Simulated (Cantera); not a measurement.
An adiabatic, constant-pressure homogeneous reactor starts with 12.2 % H2, 18.5 % O2, 69.3 % N2, equivalence ratio 0.33, at 1600 K and 1.01 bar.

Cantera simulation using GRI-Mech 3.0 (53 species, 325 reactions); the numbers are that mechanism's predictions, not measurements.

One state of this run: T (K) = 2356; x H2 = 0.001000; x O2 = 0.122; x H2O = 0.123; x NO2 = 1.04e-5; x N2O = 6.95e-7; x H2O2 = 2.21e-7; x O = 0.00238. x: mole fraction; the columns are a selection and need not sum to one.

Which value of t (s) does it belong to?
(A) 6.00
(B) 7.00e-6
(C) 0.00348
(D) 8.39e-5

A, 6.00
